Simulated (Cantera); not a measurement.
Gas mixture: CH3OH : NH3 : N2 : H2O = 0.072 : 0.52 : 0.16 : 0.54 (molar parts), at 0.00168 atm, frozen composition.

Cantera's kinetic-theory transport with the Lennard-Jones parameters of GRI-Mech 3.0, ideal gas; thermal conductivity in the mixture-averaged form. Polar gases are described roughly by these parameters. The composition is frozen, though it would react at the higher temperatures.

One state of this run: ρ (kg/m³) = 0.000502; cp (J/kg/K) = 2299; μ (µPa s) = 29.2; λ (mW/m/K) = 92.3; Pr = 0.728; D (cm²/s) OH = 1190; D (cm²/s) CH3 = 818; D (cm²/s) O = 1210. D: mixture-averaged diffusion coefficient of that species in the mixture.

Which value of T (K) does it belong to?
A) 800
B) 600
C) 1400
D) 1600

A, 800
